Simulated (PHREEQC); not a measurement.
## Sulfide liquor

Dissolve 3.6 mmol/kgw H2S, 0.076 mmol/kgw NaOH and 2.3 mmol/kgw ZnCl2 at 50 °C. Closed to the air; pH follows from the charge balance.

The numbers come from PHREEQC with the ion-association model, phreeqc.dat.

Each row changes one thing in this solution. Precipitation was switched off in this run.

```tsv
case	pH	ionic strength (mol/kgw)	Zn(HS)2 (mol/kgw)	Zn+2 (mol/kgw)	H2S (mol/kgw)	ZnCl+ (mol/kgw)	SI of Sphalerite (ZnS)	SI of Halite (NaCl)
as made	2.58	0.00540	0.00146	0.000821	0.000682	2.03e-5	+3.23	-8.12
diluted 5-fold with water	3.26	0.00108	0.000294	0.000165	0.000131	9.67e-7	+3.25	-9.48
H2S from 0.0036 to 0.018 mol/kgw	2.38	0.00461	0.00229	8.26e-6	0.0134	2.09e-7	+2.13	-8.11
temperature from 50 to 35 °C	2.60	0.00549	0.00139	0.000899	0.000824	1.24e-5	+3.53	-8.11
0.006 mol/kgw FeSO4 added	(withheld)	0.0213	(withheld)	0.000610	0.000635	1.16e-5	+3.27	-8.18
NaOH from 7.6e-05 to 3.8e-05 mol/kgw	2.57	0.00540	0.00146	0.000823	0.000687	2.03e-5	+3.22	-8.42
diluted 10-fold with water	3.55	0.000542	0.000147	8.24e-5	6.52e-5	2.52e-7	+3.25	-10.07
```

Problem. Fill in the missing entries.

Solution. 
- 0.006 mol/kgw FeSO4 added, pH: 2.73
- 0.006 mol/kgw FeSO4 added, Zn(HS)2 (mol/kgw): 0.00148

Some of these states are supersaturated (in Sphalerite (slow to form), for instance). Away from 25 °C the constants follow the database's enthalpies or fits; those with neither stay at their 25 °C values.
